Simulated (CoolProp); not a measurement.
Vapour-liquid equilibrium of isohexane (1) + n-heptane (2) at 1180 kPa; x and y are mole fractions of (1).

Computed with CoolProp (multi-fluid Helmholtz-energy mixture model, Lemmon 2006 and Span 2003; pair parameters Bell 2016).

Problem. Give the bubble temperature and the first vapour's composition at x = 0.125, 0.2, 0.35. Is there an azeotrope?

Solution. x = 0.125: 477.3 K, y = 0.188; x = 0.2: 473.4 K, y = 0.290; x = 0.35: 465.9 K, y = 0.472. No azeotrope shows between x = 0.05 and 0.95.

Pair parameters are fitted to limited data, so mixtures are less certain than the pure fluids.
